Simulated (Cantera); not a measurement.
Reactions in the system H-N-O-Ti

Source: NASA polynomial tables (part measured, part estimated), evaluated in Cantera. Values are per mole of reaction as written; species without (g) are pure solids or liquids, kept so even where they would boil at 1 bar.

2 OH(g) + TiO(g) → TiO2 + H2O(g)

| T (K) | ΔH° (kJ) | ΔS° (J/K) | ΔG° (kJ) | log10 K | condensed phases |
|---|---|---|---|---|---|
| 300 | -1319.7 | -361.8 | -1211.1 | 210.87 | TiO2(rutile) |
| 2523 | -1204.9 | -297.2 | -455.0 | 9.42 | TiO2(l) |
| 2623 | -1200.5 | -295.6 | -425.3 | 8.47 | TiO2(l) |
| 2723 | -1196.2 | -293.9 | -395.8 | 7.59 | TiO2(l) |
| 2823 | -1191.9 | -292.4 | -366.5 | 6.78 | TiO2(l) |
| 2923 | -1187.5 | -290.9 | -337.4 | 6.03 | TiO2(l) |

2 TiO(g) + NO2(g) → NO(g) + Ti2O3

| T (K) | ΔH° (kJ) | ΔS° (J/K) | ΔG° (kJ) | log10 K | condensed phases |
|---|---|---|---|---|---|
| 300 | -1572.5 | -418.7 | -1446.9 | 251.92 | Ti2O3(s) |
| 2523 | -1351.0 | -263.0 | -687.4 | 14.23 | Ti2O3(l) |
| 2623 | -1345.5 | -260.9 | -661.2 | 13.17 | Ti2O3(l) |
| 2723 | -1340.0 | -258.8 | -635.2 | 12.19 | Ti2O3(l) |
| 2823 | -1334.6 | -256.9 | -609.5 | 11.28 | Ti2O3(l) |
| 2923 | -1329.3 | -255.0 | -583.9 | 10.43 | Ti2O3(l) |
